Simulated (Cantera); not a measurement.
Feed: 1 mol CF4, 0.16 mol H2, at 0.000710 bar.

Equilibrium computed with Cantera from the NASA thermochemical tables; the gas is ideal and each condensed phase is pure. Candidate condensed phases: C, C6H6, C7H8, C8H18; 110 gas species. Ions and electrons are included (thermal ionisation). The numbers say what is thermodynamically allowed, not how fast it happens.

### Question
At 4227 °C, list the 6 most abundant gas species with their mole fractions, and the condensed phases.

### Answer
F 0.752, C 0.187, H 0.0601, e- 0.000200, C+ 0.000190, CF 0.000129. Condensed: gas only.
